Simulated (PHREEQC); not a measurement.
Acid mine or pickling water

A made-up water analysis in mg/L, 20 °C, pH 2.74, pe 12.7:

```
constituent   mg/L
-----------  -----
Na            1230
K             1450
Ca             141
Mg             115
Cl             719
S(6) as SO4   4280
Al            6.76
B             0.71
Fe(3)        0.886
```

Valence states are taken as typed.

Equilibrium calculation in PHREEQC: ion-association model, phreeqc.dat.

Each row changes one thing in this solution. This is a speciation only: nothing precipitates in the calculation.

```csv
case,ionic strength (mol/kgw),Na+ (mol/kgw),SO4-2 (mol/kgw),NaSO4- (mol/kgw),Mg+2 (mol/kgw),KSO4- (mol/kgw),SI of Gypsum (CaSO4:2H2O),SI of Jarosite-K (KFe3(SO4)2(OH)6)
as made,0.134,0.0511,0.0333,0.00281,0.00256,0.00245,-0.49,-1.50
Fe(3) from 0.886 to 1.77 mg/L,0.134,0.0511,0.0333,[?],0.00257,0.00245,-0.49,[?]
Na from 1230 to 615 mg/L,0.122,[?],0.0342,[?],0.00246,0.00259,-0.47,-1.52
```

Q: Fill in the missing entries.

A: 
- Fe(3) from 0.886 to 1.77 mg/L, NaSO4- (mol/kgw): 0.00280
- Fe(3) from 0.886 to 1.77 mg/L, SI of Jarosite-K (KFe3(SO4)2(OH)6): -0.60
- Na from 1230 to 615 mg/L, Na+ (mol/kgw): 0.0255
- Na from 1230 to 615 mg/L, NaSO4- (mol/kgw): 0.00148

Species that the database lacks are ignored. Some of these states are supersaturated (in Hematite (slow to form), Goethite (slow to form), for instance).
